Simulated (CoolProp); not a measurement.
A single-stage vapour-compression cycle with the fluid: evaporating at 234.15 K (dew point), condensing at 296.15 K (bubble point), superheat 5 K, subcooling 0 K, compressor efficiency 0.85, no pressure losses. The same conditions are run with several fluids, on thermodynamics alone (safety and materials aside).

Values from CoolProp's reference Helmholtz-energy equation of state of each fluid (dimethyl ether: Wu 2011; R407C: Lemmon 2003; CH3F (R41): Lemmon 2006; propane: Lemmon 2009; trans-2-butene: Lemmon 2005; R410A: Lemmon 2003). Blends and air are pseudo-pure fits.

Problem. Rank dimethyl ether, R407C, CH3F (R41), propane, trans-2-butene, R410A by cooling COP, highest first.

Solution. trans-2-butene (2.56), dimethyl ether (2.53), propane (2.40), R410A (2.31), R407C (2.09), CH3F (R41) (2.06)

| fluid | pressure ratio | discharge temperature (K) | refrigerating effect (kJ/kg) | volumetric capacity (kJ/m³) |
|---|---|---|---|---|
| dimethyl ether | 10.7 | 342.6 | 345 | 427 |
| R407C | 12.5 | 345.5 | 158 | 641 |
| CH3F (R41) | 6.12 | 376.3 | 274 | 3170 |
| propane | 7.80 | 323.4 | 277 | 742 |
| trans-2-butene | 13.4 | 324.4 | 310 | 145 |
| R410A | 8.59 | 347.4 | 173 | 1230 |
